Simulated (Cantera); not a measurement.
An isothermal, constant-pressure homogeneous reactor starts with N2O : N2 = 1 : 1.5 (molar parts), at 1200 K and 0.0230 bar. Integrator tolerance rtol = 1e-08.

Cantera simulation using GRI-Mech 3.0 (53 species, 325 reactions); the numbers are that mechanism's predictions, not measurements. GRI-Mech 3.0 was tuned for natural gas; its chemistry of N2O as a main component is partial and can be far from experiment. Radical loss at walls, strong at low pressure, is not modelled. The mechanism lacks the step 2 NO + O2 → 2 NO2, which can matter for NO2 below about 1400 K. The temperature is held fixed by assumption; the heat of reaction is taken as removed at once.

Q: What does this change do: N2 1.5 to 0.72 parts?

A: 
| quantity | before | after |
|---|---|---|
| x(N2O) at 10.0 s | 0.338 (gas-phase equilibrium 1.97e-9) | 0.486 (gas-phase equilibrium 2.13e-9) |
| x(N2) at 10.0 s | 0.633 (gas-phase equilibrium 0.833) | 0.473 (gas-phase equilibrium 0.775) |
| x(O2) at 10.0 s | 0.0231 (gas-phase equilibrium 0.167) | 0.0331 (gas-phase equilibrium 0.225) |
| x(NO) at 10.0 s | 0.00540 (gas-phase equilibrium 0.000180) | 0.00776 (gas-phase equilibrium 0.000202) |
| x(O) at 10.0 s | 1.83e-6 (gas-phase equilibrium 6.79e-8) | 1.83e-6 (gas-phase equilibrium 7.89e-8) |
